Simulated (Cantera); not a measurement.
Feed: 1 mol Pb, 4.2 mol H2, 0.21 mol N2, at 8600 Pa.

Equilibrium computed with Cantera from the NASA thermochemical tables; the gas is ideal and each condensed phase is pure. Candidate condensed phases: Pb; 11 gas species. The numbers say what is thermodynamically allowed, not how fast it happens. All values below are at 1525 K.

Base state: H2 0.776, Pb 0.185, N2 0.0388, H 7.11e-5, Pb2 4.62e-5 (mole fractions); condensed: gas only.

Q: What changes in the equilibrium state with this change: pressure from 8600 Pa to 14.0 Pa?

A: 
```csv
species,before,after
H2,0.776,0.775
Pb,0.185,0.185
N2,0.0388,0.0388
H,7.11e-5,0.00176
Pb2,4.62e-5,7.52e-8
```
